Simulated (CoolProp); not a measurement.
Vapour-liquid equilibrium of cyclohexane (1) + n-heptane (2) at 472.8 K; x and y are mole fractions of (1).

The numbers come from the multi-fluid Helmholtz-energy mixture model, Zhou 2014 and Span 2003; pair parameters Bell 2016 in CoolProp.

```json
[
 {"x": "0.05", "bubble pressure, mixture model (bar)": "9.924", "bubble pressure, Raoult's law (bar)": "9.927", "y, mixture model": "0.062", "y, Raoult's law": "0.067"},
 {"x": "0.125", "bubble pressure, mixture model (bar)": "10.20", "bubble pressure, Raoult's law (bar)": "10.20", "y, mixture model": "0.152", "y, Raoult's law": "0.164"},
 {"x": "0.2", "bubble pressure, mixture model (bar)": "10.47", "bubble pressure, Raoult's law (bar)": "10.47", "y, mixture model": "0.239", "y, Raoult's law": "0.256"},
 {"x": "0.275", "bubble pressure, mixture model (bar)": "10.75", "bubble pressure, Raoult's law (bar)": "10.75", "y, mixture model": "0.323", "y, Raoult's law": "0.342"},
 {"x": "0.35", "bubble pressure, mixture model (bar)": "11.02", "bubble pressure, Raoult's law (bar)": "11.02", "y, mixture model": "0.403", "y, Raoult's law": "0.425"},
 {"x": "0.425", "bubble pressure, mixture model (bar)": "11.30", "bubble pressure, Raoult's law (bar)": "11.29", "y, mixture model": "0.481", "y, Raoult's law": "0.504"},
 {"x": "0.5", "bubble pressure, mixture model (bar)": "11.58", "bubble pressure, Raoult's law (bar)": "11.56", "y, mixture model": "0.556", "y, Raoult's law": "0.579"},
 {"x": "0.575", "bubble pressure, mixture model (bar)": "11.85", "bubble pressure, Raoult's law (bar)": "11.84", "y, mixture model": "0.629", "y, Raoult's law": "0.650"},
 {"x": "0.65", "bubble pressure, mixture model (bar)": "12.13", "bubble pressure, Raoult's law (bar)": "12.11", "y, mixture model": "0.699", "y, Raoult's law": "0.718"},
 {"x": "0.725", "bubble pressure, mixture model (bar)": "12.40", "bubble pressure, Raoult's law (bar)": "12.38", "y, mixture model": "0.767", "y, Raoult's law": "0.784"},
 {"x": "0.8", "bubble pressure, mixture model (bar)": "12.67", "bubble pressure, Raoult's law (bar)": "12.66", "y, mixture model": "0.833", "y, Raoult's law": "0.846"},
 {"x": "0.875", "bubble pressure, mixture model (bar)": "12.94", "bubble pressure, Raoult's law (bar)": "12.93", "y, mixture model": "0.897", "y, Raoult's law": "0.906"},
 {"x": "0.95", "bubble pressure, mixture model (bar)": "13.21", "bubble pressure, Raoult's law (bar)": "13.20", "y, mixture model": "0.959", "y, Raoult's law": "0.963"}
]
```

The largest gap from Raoult's law is +0.2 % in bubble pressure, at x = 0.65. No azeotrope shows between x = 0.05 and 0.95.

Pair parameters are fitted to limited data, so mixtures are less certain than the pure fluids.
